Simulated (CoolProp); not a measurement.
Model: reference Helmholtz-energy equation of state, de Reuck 1993, in CoolProp.

Task: Give the vapour pressure (bar), liquid density (kg/m³), vapour viscosity (µPa s) of saturated methanol at 301.9, 319 K.

Result: 
```csv
T (K),p (bar),liquid density (kg/m³),vapour viscosity (µPa s)
301.9,0.206,783,9.74
319,0.464,767,10.3
```

Viscosity comes from a separate model (Xiang 2006).
